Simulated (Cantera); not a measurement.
A freely propagating, adiabatic, planar premixed flame of C3H8 : O2 : N2 = 1 : 4.55 : 17.1 (molar parts), equivalence ratio 1.1, unburnt at 450 K and 1.90 bar; mixture-averaged transport, grid criteria slope 0.08 and curve 0.16, no radiation.

Cantera simulation using GRI-Mech 3.0 (53 species, 325 reactions); the numbers are that mechanism's predictions, not measurements. GRI-Mech 3.0 was tuned for natural gas; its chemistry of propane as a main component is partial and can be far from experiment. Burning velocities carry a grid error of a few per cent, more on coarse grids.

Task: What does this change do: O2 4.55 to 3.5 parts?

Result: 
| quantity | before | after |
|---|---|---|
| laminar burning velocity | 84.0 cm/s | 19.6 cm/s |
| thermal thickness | 0.168 mm | 0.498 mm |
| peak x(C2H6) | 0.00157 | 0.00146 |
| peak x(CH2) | 7.34e-5 | 2.13e-5 |

Task: What does this change do: O2 4.55 to 5.9 parts?

Result: 
```tsv
quantity	before	after
laminar burning velocity	84.0 cm/s	105 cm/s
thermal thickness	0.168 mm	0.143 mm
peak x(C2H6)	0.00157	0.00117
peak x(CH2)	7.34e-5	5.76e-5
```
